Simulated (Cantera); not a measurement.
A closed system holds: 1 mol AlN, 0.18 mol H₂O, 4.9 mol H₂, held at 2.80 mbar.

Method: chemical equilibrium by Gibbs-energy minimisation in Cantera with the NASA 1993 tables (ideal gas, pure condensed phases). Candidate condensed phases: Al, AlN, Al₂O₃, H₂O; 35 gas species. Mutual solubility and eutectic melting of coexisting phases are not modelled. Rates play no part. All values below are at 1375 K.

Base state: H₂ 0.988, N₂ 0.0117, H 6.44e-5 (mole fractions); condensed: AlN(s) + Al₂O₃(s).

What changes in the equilibrium state with this change: AlN replaced by Si₃N₄?


| species | before | after |
|---|---|---|
| H₂ | 0.988 | 0.988 |
| N₂ | 0.0117 | 0.0117 |
| H | 6.44e-5 | 6.44e-5 |
| AlN(s), mol | 0.880 | 0 |
| Al₂O₃(s), mol | 0.0600 | 0 |
| Si₂N₂O(s), mol | 0 | 0.180 |
| Si₃N₄(s), mol | 0 | 0.880 |
Further candidate phases: Si, SiO₂, Si₂N₂O, Si₃N₄.
